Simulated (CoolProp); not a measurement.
Vapour pressure (kPa) of hydrogen chloride: the reference equation beside estimates from Tc = 51.5 °C, pc = 8314 kPa, ω = 0.130. Clausius-Clapeyron is anchored at -70.55 °C with a constant enthalpy of vaporisation of 15.59 kJ/mol.

Computed with CoolProp (reference Helmholtz-energy equation of state, Thol 2018).

```
T (°C)  reference  Lee-Kesler  Clausius-Clapeyron  van der Waals  Soave-Redlich-Kwong  Peng-Robinson
------  ---------  ----------  ------------------  -------------  -------------------  -------------
-84.45      104.4       99.17               109.0          599.4                99.47          102.4
-70.55      215.6       209.7               215.6          902.4                209.8          212.9
-56.65      402.4       398.3               390.5           1295                398.0          399.9
-42.75      693.3       694.3               658.5           1786                694.3          692.6
-28.85       1120        1129                1046           2385                 1132           1124
-14.95       1716        1735                1582           3100                 1746           1729
-1.05        2519        2548                2292           3938                 2574           2546
12.85        3572        3607                3204           4904                 3654           3617
26.75        4926        4960                4342           6004                 5024           4985
```

Absolute difference from the reference over all 9 rows, mean and median: Lee-Kesler 1.5 and 1.0 %, Clausius-Clapeyron 6.4 and 6.6 %, van der Waals 164.6 and 112.9 %, Soave-Redlich-Kwong 2.0 and 2.0 %, Peng-Robinson 0.9 and 1.1 %.
